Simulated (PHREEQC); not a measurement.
Dissolve 52 mmol/kgw NaBr, 0.66 mmol/kgw NH4HF2, 120 mmol/kgw HF and 13 mmol/kgw NH4F at 48 °C. Closed to the air; pH follows from the charge balance.

Model: ion-association model, wateq4f.dat, run in PHREEQC.

pH: 2.40
ionic strength: 0.0702 mol/kgw
total alkalinity: -121 meq/kg

```csv
species,molality,activity,log γ
HF,0.0918,0.0933,0.007
Br-,0.0520,0.0413,-0.100
Na+,0.0518,0.0412,-0.099
NH4+,0.0137,0.0108,-0.100
F-,0.0130,0.0101,-0.108
H2F2,0.00941,0.00956,0.007
```

This is a speciation only: nothing precipitates in the calculation. wateq4f.dat counts part of the HF as a dimer, H2F2, which phreeqc.dat doesn't know; its constant is uncertain. Away from 25 °C the constants follow the database's enthalpies or fits; those with neither stay at their 25 °C values.
